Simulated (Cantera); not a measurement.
## Reactions in the system Cl-H-N-Si

Standard-state values (1 bar) from the NASA 1993 polynomials, evaluated with Cantera. Values are per mole of reaction as written; species without (g) are pure solids or liquids, kept so even where they would boil at 1 bar.

2 SiH3(g) ⇌ SiH4(g) + SiH2(g)

```tsv
T (K)	ΔH° (kJ)	ΔS° (J/K)	ΔG° (kJ)	log10 K
300	-139.1	-20.8	-132.8	23.13
1698	-133.2	-14.1	-109.4	3.36
1798	-133.0	-13.9	-108.0	3.14
1898	-132.8	-13.8	-106.6	2.93
1998	-132.6	-13.7	-105.2	2.75
2098	-132.4	-13.6	-103.9	2.59
2198	-132.3	-13.6	-102.5	2.44
2298	-132.1	-13.5	-101.1	2.30
2398	-132.0	-13.4	-99.8	2.17
```

6 HCl(g) + 4 N(g) + 3 SiH3Cl(g) ⇌ 3 SiHCl3(g) + 4 NH3(g)

```json
[
 {"T (K)": "300", "ΔH° (kJ)": "-2583.9", "ΔS° (J/K)": "-774.9", "ΔG° (kJ)": "-2351.4", "log10 K": "409.41"},
 {"T (K)": "1698", "ΔH° (kJ)": "-2607.7", "ΔS° (J/K)": "-813.2", "ΔG° (kJ)": "-1226.9", "log10 K": "37.74"},
 {"T (K)": "1798", "ΔH° (kJ)": "-2607.9", "ΔS° (J/K)": "-813.3", "ΔG° (kJ)": "-1145.6", "log10 K": "33.28"},
 {"T (K)": "1898", "ΔH° (kJ)": "-2607.9", "ΔS° (J/K)": "-813.3", "ΔG° (kJ)": "-1064.3", "log10 K": "29.29"},
 {"T (K)": "1998", "ΔH° (kJ)": "-2607.8", "ΔS° (J/K)": "-813.2", "ΔG° (kJ)": "-983.0", "log10 K": "25.70"},
 {"T (K)": "2098", "ΔH° (kJ)": "-2607.5", "ΔS° (J/K)": "-813.1", "ΔG° (kJ)": "-901.6", "log10 K": "22.45"},
 {"T (K)": "2198", "ΔH° (kJ)": "-2607.1", "ΔS° (J/K)": "-812.9", "ΔG° (kJ)": "-820.3", "log10 K": "19.49"},
 {"T (K)": "2298", "ΔH° (kJ)": "-2606.6", "ΔS° (J/K)": "-812.7", "ΔG° (kJ)": "-739.1", "log10 K": "16.80"},
 {"T (K)": "2398", "ΔH° (kJ)": "-2605.9", "ΔS° (J/K)": "-812.4", "ΔG° (kJ)": "-657.8", "log10 K": "14.33"}
]
```
